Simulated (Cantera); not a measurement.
Charge: 1 mol CHF3, 0.016 mol HCl, 1.3 mol H2, at 0.285 Torr.

These are equilibrium values from Cantera (NASA tables, ideal gas, pure condensed phases), not measurements of a reactor. Candidate condensed phases: C, C6H6, C7H8, C8H18; 118 gas species. Equilibrium is a limit: real reactors are often held back by kinetics, nucleation or transport.

x: gas mole fraction; n: condensed amount in mol.

| T (K) | x HF | x H | x F | x C | x H2 | x C3 | x CF | n C(graphite) |
|---|---|---|---|---|---|---|---|---|
| 1423 | 0.905 | 0.000102 | 1.57e-8 | <1e-12 | 0.0904 | <1e-12 | 1.24e-12 | 1.000 |
| 1623 | 0.904 | 0.00106 | 6.67e-7 | 3.56e-12 | 0.0899 | <1e-12 | 3.05e-10 | 1.000 |
| 1823 | 0.902 | ___ | ___ | ___ | 0.0870 | ___ | ___ | 1.000 |
| 2023 | 0.892 | 0.0269 | 0.000142 | 1.31e-7 | 0.0762 | 1.28e-7 | 7.37e-7 | 1.000 |
| 2223 | 0.868 | 0.0745 | 0.00117 | 6.02e-6 | 0.0513 | 1.01e-5 | 1.45e-5 | 0.999 |
| 2423 | 0.828 | ___ | ___ | ___ | ___ | ___ | ___ | 0.993 |
| 2623 | 0.729 | 0.195 | 0.0495 | 0.00219 | 0.00815 | 0.00808 | 0.00231 | 0.879 |
| 2823 | 0.469 | 0.282 | 0.152 | 0.0177 | 0.00384 | 0.0551 | 0.00940 | 0 |
| 3023 | 0.224 | 0.391 | 0.279 | 0.0506 | 0.00202 | 0.0297 | 0.0103 | 0 |
| 3223 | 0.0747 | 0.448 | 0.354 | 0.0980 | 0.000852 | 0.00793 | 0.00641 | 0 |

### Question
Some entries are withheld; supply them.

### Answer

- 1823, x H: 0.00656
- 1823, x F: 1.27e-5
- 1823, x C: 1.22e-9
- 1823, x C3: 6.03e-10
- 1823, x CF: 2.25e-8
- 2423, x H: 0.135
- 2423, x F: 0.00861
- 2423, x C: 0.000147
- 2423, x H2: 0.0221
- 2423, x C3: 0.000379
- 2423, x CF: 0.000220
